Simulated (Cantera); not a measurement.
# Thermodynamics of carbothermic reduction, feed SiO2 + CH4 + H2 + C

Charge: 1 mol SiO2, 0.44 mol CH4, 0.19 mol H2, 7.6 mol C, at 0.390 bar.

Cantera equilibrium calculation (NASA polynomials, part measured and part estimated; ideal gas, pure solids and liquids). Candidate condensed phases: C, C6H6, C7H8, C8H18, H2O, Si, SiC, SiO2; 123 gas species. Mutual solubility and eutectic melting of coexisting phases are not modelled. The tables hold silica as quartz up to 1696 K and as liquid above; real silica turns to tridymite and cristobalite and melts near 1996 K. Gases not in the tables: Si2H6 and higher silanes. Rates play no part.

```json
[
 {"T (K)": "823", "log p H2": "-0.52", "log p CO": "-10.33", "log p CH4": "-1.06", "log p H": "-11.39", "log p SiO": "<-12", "n C(graphite)": "7.85", "n SiO2(α-quartz)": "1.00", "n SiO2(β-quartz)": "0", "n SiC(s)": "0"},
 {"T (K)": "973", "log p H2": "-0.43", "log p CO": "-7.34", "log p CH4": "-1.75", "log p H": "-9.18", "log p SiO": "-11.54", "n C(graphite)": "7.99", "n SiO2(α-quartz)": "0", "n SiO2(β-quartz)": "1.00", "n SiC(s)": "0"},
 {"T (K)": "1123", "log p H2": "-0.41", "log p CO": "-5.17", "log p CH4": "-2.36", "log p H": "-7.58", "log p SiO": "-8.80", "n C(graphite)": "8.03", "n SiO2(α-quartz)": "0", "n SiO2(β-quartz)": "1.000", "n SiC(s)": "0"},
 {"T (K)": "1273", "log p H2": "-0.41", "log p CO": "-3.51", "log p CH4": "-2.85", "log p H": "-6.35", "log p SiO": "-6.71", "n C(graphite)": "8.03", "n SiO2(α-quartz)": "0", "n SiO2(β-quartz)": "1.000", "n SiC(s)": "0.000424"},
 {"T (K)": "1423", "log p H2": "-0.42", "log p CO": "-2.21", "log p CH4": "-3.25", "log p H": "-5.39", "log p SiO": "-5.07", "n C(graphite)": "8.01", "n SiO2(α-quartz)": "0", "n SiO2(β-quartz)": "0.991", "n SiC(s)": "0.00857"},
 {"T (K)": "1573", "log p H2": "-0.49", "log p CO": "-1.16", "log p CH4": "-3.72", "log p H": "-4.64", "log p SiO": "-3.75", "n C(graphite)": "7.70", "n SiO2(α-quartz)": "0", "n SiO2(β-quartz)": "0.886", "n SiC(s)": "0.114"},
 {"T (K)": "1723", "log p H2": "-0.87", "log p CO": "-0.60", "log p CH4": "-4.73", "log p H": "-4.17", "log p SiO": "-2.95", "n C(graphite)": "5.06", "n SiO2(α-quartz)": "0", "n SiO2(β-quartz)": "0", "n SiC(s)": "0.991"},
 {"T (K)": "1873", "log p H2": "-0.87", "log p CO": "-0.60", "log p CH4": "-4.95", "log p H": "-3.62", "log p SiO": "-2.77", "n C(graphite)": "5.07", "n SiO2(α-quartz)": "0", "n SiO2(β-quartz)": "0", "n SiC(s)": "0.986"},
 {"T (K)": "2023", "log p H2": "-0.87", "log p CO": "-0.60", "log p CH4": "-5.14", "log p H": "-3.16", "log p SiO": "-2.61", "n C(graphite)": "5.08", "n SiO2(α-quartz)": "0", "n SiO2(β-quartz)": "0", "n SiC(s)": "0.981"},
 {"T (K)": "2173", "log p H2": "-0.87", "log p CO": "-0.60", "log p CH4": "-5.30", "log p H": "-2.75", "log p SiO": "-2.47", "n C(graphite)": "5.09", "n SiO2(α-quartz)": "0", "n SiO2(β-quartz)": "0", "n SiC(s)": "0.973"},
 {"T (K)": "2323", "log p H2": "-0.88", "log p CO": "-0.61", "log p CH4": "-5.44", "log p H": "-2.40", "log p SiO": "-2.36", "n C(graphite)": "5.10", "n SiO2(α-quartz)": "0", "n SiO2(β-quartz)": "0", "n SiC(s)": "0.963"},
 {"T (K)": "2473", "log p H2": "-0.89", "log p CO": "-0.61", "log p CH4": "-5.59", "log p H": "-2.10", "log p SiO": "-2.26", "n C(graphite)": "5.11", "n SiO2(α-quartz)": "0", "n SiO2(β-quartz)": "0", "n SiC(s)": "0.945"},
 {"T (K)": "2623", "log p H2": "-0.92", "log p CO": "-0.62", "log p CH4": "-5.74", "log p H": "-1.83", "log p SiO": "-2.18", "n C(graphite)": "5.14", "n SiO2(α-quartz)": "0", "n SiO2(β-quartz)": "0", "n SiC(s)": "0.891"}
]
```
log p: log10 of the partial pressure in bar; n: condensed amount in mol.

At 823 K the condensed part is C(graphite) + SiO2(α-quartz). From 973 K to 1123 K the condensed part is C(graphite) + SiO2(β-quartz). From 1273 K to 1573 K the condensed part is C(graphite) + SiC(s) + SiO2(β-quartz). From 1723 K to 2623 K the condensed part is C(graphite) + SiC(s).
